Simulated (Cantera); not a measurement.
A closed system holds: 1 mol Nb, 1.2 mol O2, 0.26 mol N2O, at 75.0 Torr.

Equilibrium computed with Cantera from the NASA thermochemical tables; the gas is ideal and each condensed phase is pure. Candidate condensed phases: Nb, NbO, NbO2, Nb2O5; 12 gas species. Condensed phases not in the tables: the oxides between NbO2 and Nb2O5. Rates play no part.

**Question.** At 1352 °C, list the 4 most abundant gas species with their mole fractions, and the condensed phases.

**Answer.** N2 0.764, O2 0.234, NO 0.00224, O 2.98e-5. Condensed: Nb2O5(s).
